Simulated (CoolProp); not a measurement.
Vapour-liquid equilibrium of dimethyl ether (1) + 1-butene (2) at 0.107 MPa; x and y are mole fractions of (1).

Model: multi-fluid Helmholtz-energy mixture model, Wu 2011 and Lemmon 2005; pair parameters Bell 2016, in CoolProp.

| x | bubble temperature, mixture model (°C) | bubble temperature, Raoult's law (°C) | y, mixture model | y, Raoult's law |
|---|---|---|---|---|
| 0.05 | -7.0 | -6.3 | 0.121 | 0.099 |
| 0.15 | -10.5 | -8.8 | 0.308 | 0.271 |
| 0.25 | -13.3 | -11.1 | 0.447 | 0.414 |
| 0.35 | -15.5 | -13.2 | 0.555 | 0.534 |
| 0.45 | -17.4 | -15.2 | 0.642 | 0.636 |
| 0.55 | -18.9 | -16.9 | 0.715 | 0.724 |
| 0.65 | -20.2 | -18.6 | 0.781 | 0.800 |
| 0.75 | -21.3 | -20.1 | 0.843 | 0.866 |
| 0.85 | -22.3 | -21.5 | 0.903 | 0.925 |
| 0.95 | -23.1 | -22.9 | 0.966 | 0.976 |

The largest gap from Raoult's law is -2.3 K in bubble temperature, at x = 0.35. No azeotrope shows between x = 0.05 and 0.95.

The pair parameters rest on a limited set of measurements; away from them the model extrapolates.
